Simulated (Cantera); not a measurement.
Feed: 1 mol NH3, 2.3 mol H2O, 0.88 mol O2, held at 3173 K and 1.00 bar.

These are equilibrium values from Cantera (NASA tables, ideal gas, pure condensed phases), not measurements of a reactor. Candidate condensed phases: H2O; 24 gas species. Equilibrium is a limit: real reactors are often held back by kinetics, nucleation or transport.

Base state: H2O 0.442, H2 0.140, OH 0.116, H 0.0978, N2 0.0855, O2 0.0598, O 0.0485, NO 0.0102 (mole fractions); condensed: gas only.

Task: What changes in the equilibrium state with this change: pressure from 1.00 bar to 0.490 bar?

Result: 
```tsv
species	before	after
H2O	0.442	0.350
H2	0.140	0.154
H	0.0978	0.146
O	0.0485	0.0714
N2	0.0855	0.0791
OH	0.116	0.125
O2	0.0598	0.0635
NO	0.0102	0.0101
N	1.17e-5	1.61e-5
HO2	4.69e-5	3.65e-5
```
